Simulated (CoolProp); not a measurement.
Vapour-liquid equilibrium of acetone (1) + cyclohexane (2) at 42 kPa; x and y are mole fractions of (1).

Model: multi-fluid Helmholtz-energy mixture model, Lemmon 2006 and Zhou 2014; pair parameters Bell 2016, in CoolProp.

| x | bubble temperature (°C) | y at the bubble point | dew temperature at overall composition x (°C) | liquid density (mol/L) |
|---|---|---|---|---|
| 0.05 | 42.8 | 0.368 | 52.7 | 9.114 |
| 0.15 | 34.1 | 0.582 | 49.9 | 9.481 |
| 0.25 | 31.5 | 0.641 | 46.8 | 9.809 |
| 0.35 | 30.6 | 0.663 | 43.4 | 10.15 |
| 0.45 | 30.3 | 0.674 | 39.7 | 10.52 |
| 0.55 | 30.0 | 0.686 | 35.6 | 10.93 |
| 0.65 | 29.8 | 0.705 | 31.1 | 11.39 |
| 0.75 | 29.8 | 0.738 | 29.8 | 11.89 |
| 0.85 | 30.1 | 0.798 | 30.6 | 12.45 |
| 0.95 | 31.3 | 0.910 | 31.8 | 13.05 |

y crosses x between x = 0.65 and 0.75: the model has an azeotrope there.

Pair parameters are fitted to limited data, so mixtures are less certain than the pure fluids. With so large a gap from Raoult's law the liquid may split in two, which this calculation doesn't test in full.
